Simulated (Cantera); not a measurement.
Mixture: CH4 : O2 : N2 = 1 : 1.43 : 5.37 (molar parts), at 14.8 atm, adiabatic and at constant pressure. Ignition delay is the time to a rise of 400 K.

Model: GRI-Mech 3.0 (53 species, 325 reactions), integrated in Cantera. The pressure lies above the range GRI-Mech 3.0 was tuned for (to about 10 atm).

Problem. Predict: delay at 1098 K; delay at 1173 K; delay at 1248 K; delay at 1323 K; delay at 1398 K; delay at 1473 K; delay at 1548 K; apparent activation energy between 1398 and 1548 K.

Solution. 
```json
{
 "delay at 1098 K": "13.2 ms",
 "delay at 1173 K": "4.92 ms",
 "delay at 1248 K": "2.01 ms",
 "delay at 1323 K": "0.880 ms",
 "delay at 1398 K": "0.405 ms",
 "delay at 1473 K": "0.194 ms",
 "delay at 1548 K": "96.8 µs",
 "apparent activation energy between 1398 and 1548 K": "170 kJ/mol"
}
```
